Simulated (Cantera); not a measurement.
An isothermal plug-flow reactor at 823 K and 1.01 bar (inlet), inlet velocity 1.9 m/s, active area per volume 1900 1/m; feed H2 : O2 : N2 : H2O = 0.0055 : 0.027 : 0.79 : 0.046 (molar parts), equivalence ratio 0.10.

Model: Deutschmann's 1995 Pt surface mechanism with GRI-Mech 3.0 gas chemistry, integrated in Cantera. Catalytic surfaces can have several steady states; this one follows from the mechanism file's or the stated starting coverage. Mass transfer to the wall is taken as infinitely fast.

Problem. What does this change do: temperature 823 to 550 K?

Solution. 
```tsv
quantity	before	after
x(H2) at z = 0.0092 m	1.04e-12	6.84e-5
x(O2) at z = 0.0092 m	0.0280	0.0280
x(H2O) at z = 0.0092 m	0.0595	0.0594
θ(free Pt) at the exit	0.0758	0.00382
θ(O*) at the exit	0.918	0.985
θ(OH*) at the exit	0.00614	0.0107
```
